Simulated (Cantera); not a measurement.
Input (Python, Cantera):

```python
import numpy as np
import cantera as ct

gas = ct.Solution("h2o2.yaml")
gas.TPX = 1425, 1000000, {'H2': 1, 'O2': 0.333, 'N2': 1.3}
reactor = ct.IdealGasConstPressureReactor(gas, energy="on", clone=False)
net = ct.ReactorNet([reactor])
net.rtol, net.atol = 1e-08, 1e-16
show = ['H2', 'O2', 'H2O2', 'H2O', 'HO2', 'H']
times = np.geomspace(4e-06, 0.2, 15)

steps = ct.SolutionArray(gas, extra=["t"])
rows = []
print(f"{'t/s':>10s}{'T/K':>9s}{'P/Pa':>11s}" + "".join(f"{s:>11s}" for s in show))
for t in times:
    while net.time < t:
        t_next = net.step()
        steps.append(gas.state, t=t_next)
    rows.append([np.interp(t, steps.t, y) for y in (steps.T, steps.P, *steps(*show).X.T)])
    print(f"{t:10.3e}{rows[-1][0]:9.1f}{rows[-1][1]:11.4g}" + "".join(f"{x:11.3e}" for x in rows[-1][2:]))
rate = np.gradient(steps.T, steps.t)
print("integrator steps:", len(steps.t))
if steps.T.max() > steps.T[0] + 200:
    print(f"time of steepest temperature rise: {steps.t[rate.argmax()]:.4e} s")
gas.TPX = 1425, 1000000, {'H2': 1, 'O2': 0.333, 'N2': 1.3}
gas.equilibrate("HP")
print(f"equilibrium (HP): T = {gas.T:.1f} K  " + "  ".join(f"{s} {gas[s].X[0]:.3e}" for s in show))
```

Output:

```
       t/s      T/K       P/Pa         H2         O2       H2O2        H2O        HO2          H
 4.000e-06   2795.7      1e+06  1.394e-01  2.373e-03  7.400e-07  2.539e-01  6.523e-06  3.622e-02
 8.664e-06   2971.2      1e+06  1.415e-01  8.522e-04  4.369e-07  2.689e-01  2.105e-06  2.033e-02
 1.876e-05   2991.6      1e+06  1.417e-01  7.048e-04  3.891e-07  2.707e-01  1.703e-06  1.849e-02
 4.064e-05   2991.9      1e+06  1.417e-01  7.029e-04  3.885e-07  2.708e-01  1.698e-06  1.847e-02
 8.803e-05   2991.9      1e+06  1.417e-01  7.029e-04  3.885e-07  2.708e-01  1.698e-06  1.847e-02
 1.907e-04   2991.9      1e+06  1.417e-01  7.029e-04  3.885e-07  2.708e-01  1.698e-06  1.847e-02
 4.130e-04   2991.9      1e+06  1.417e-01  7.029e-04  3.885e-07  2.708e-01  1.698e-06  1.847e-02
 8.944e-04   2991.9      1e+06  1.417e-01  7.029e-04  3.885e-07  2.708e-01  1.698e-06  1.847e-02
 1.937e-03   2991.9      1e+06  1.417e-01  7.029e-04  3.885e-07  2.708e-01  1.698e-06  1.847e-02
 4.196e-03   2991.9      1e+06  1.417e-01  7.029e-04  3.885e-07  2.708e-01  1.698e-06  1.847e-02
 9.088e-03   2991.9      1e+06  1.417e-01  7.029e-04  3.885e-07  2.708e-01  1.698e-06  1.847e-02
 1.968e-02   2991.9      1e+06  1.417e-01  7.029e-04  3.885e-07  2.708e-01  1.698e-06  1.847e-02
 4.263e-02   2991.9      1e+06  1.417e-01  7.029e-04  3.885e-07  2.708e-01  1.698e-06  1.847e-02
 9.234e-02   2991.9      1e+06  1.417e-01  7.029e-04  3.885e-07  2.708e-01  1.698e-06  1.847e-02
 2.000e-01   2991.9      1e+06  1.417e-01  7.029e-04  3.885e-07  2.708e-01  1.698e-06  1.847e-02
integrator steps: 1107
time of steepest temperature rise: 2.1784e-06 s
equilibrium (HP): T = 2991.9 K  H2 1.417e-01  O2 7.029e-04  H2O2 3.885e-07  H2O 2.708e-01  HO2 1.698e-06  H 1.847e-02
```

Detailed kinetics in Cantera: the H2/O2 subset of GRI-Mech 3.0, which has no nitrogen chemistry. The hydrogen kinetics of GRI-Mech 3.0 are dated; newer H2 mechanisms differ, most at raised pressure.
